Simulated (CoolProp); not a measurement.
Saturation properties of dimethyl ether (Tc = 400.4 K, pc = 53.37 bar, ω = 0.196).

Values from CoolProp's reference Helmholtz-energy equation of state, Wu 2011.

```json
[
 {"T (K)": "262", "p (bar)": "1.771", "liquid density (kg/m³)": "716.1", "surface tension (mN/m)": "16.6", "liquid viscosity (µPa s)": "179"},
 {"T (K)": "273.2", "p (bar)": "2.671", "liquid density (kg/m³)": "699.9", "surface tension (mN/m)": "14.9", "liquid viscosity (µPa s)": "160"},
 {"T (K)": "284.3", "p (bar)": "3.874", "liquid density (kg/m³)": "683.2", "surface tension (mN/m)": "13.3", "liquid viscosity (µPa s)": "144"},
 {"T (K)": "295.4", "p (bar)": "5.448", "liquid density (kg/m³)": "665.9", "surface tension (mN/m)": "11.7", "liquid viscosity (µPa s)": "131"},
 {"T (K)": "306.6", "p (bar)": "7.477", "liquid density (kg/m³)": "647.5", "surface tension (mN/m)": "10.2", "liquid viscosity (µPa s)": "119"},
 {"T (K)": "317.7", "p (bar)": "9.995", "liquid density (kg/m³)": "628.2", "surface tension (mN/m)": "8.66", "liquid viscosity (µPa s)": "109"},
 {"T (K)": "328.8", "p (bar)": "13.09", "liquid density (kg/m³)": "607.7", "surface tension (mN/m)": "7.22", "liquid viscosity (µPa s)": "98.6"},
 {"T (K)": "340", "p (bar)": "16.88", "liquid density (kg/m³)": "585.2", "surface tension (mN/m)": "5.83", "liquid viscosity (µPa s)": "89.1"}
]
```

It boils at 248.4 K under 1 atm.

Viscosity comes from a separate model (Meng 2012). Surface tension comes from a separate correlation (Mulero 2012).
